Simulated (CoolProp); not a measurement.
A Linde-Hampson liquefier for methane: isothermal reversible compression at 230 K from 1 atm to 5 MPa, throttling to 1 atm, return gas leaving the recuperator 10 K below the feed. Each further row changes one setting.

The numbers come from the reference Helmholtz-energy equation of state, Setzmann 1991 in CoolProp.

```json
[
 {"case": "as stated", "liquid yield per pass": "(withheld)", "compression work (kJ/kg of gas)": "439"},
 {"case": "high pressure 10 MPa", "liquid yield per pass": "(withheld)", "compression work (kJ/kg of gas)": "494"},
 {"case": "warm-end temperature 260 K", "liquid yield per pass": "(withheld)", "compression work (kJ/kg of gas)": "507"},
 {"case": "warm-end gap 15 K", "liquid yield per pass": "0.079", "compression work (kJ/kg of gas)": "439"}
]
```

Problem. What belongs in the gaps?

Solution. 
- as stated, liquid yield per pass: 0.093
- high pressure 10 MPa, liquid yield per pass: 0.263
- warm-end temperature 260 K, liquid yield per pass: 0.055
